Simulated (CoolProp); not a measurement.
100 sccm (0 °C, 1 atm) of nitrogen bubbles through liquid toluene at 346.6 K and leaves saturated at a total pressure of 0.15 MPa (ideal gas phase). Each further row changes one setting.

The numbers come from the reference Helmholtz-energy equation of state, Lemmon 2006 in CoolProp. It is a short technical equation, of lower accuracy than the large ones.

| case | vapour pressure (kPa) | mole fraction of vapour | delivery (mg/min) | delivery (sccm) | change of delivery for a bath 1 K warmer (%) |
|---|---|---|---|---|---|
| as stated | 30.8 | 0.206 | 106 | 25.9 | 4.7 |
| bath temperature 351.6 K | 36.8 | 0.246 | 134 | 32.5 | 4.7 |
| total pressure 0.3 MPa | 30.8 | 0.103 | 47.1 | 11.5 | 4.1 |
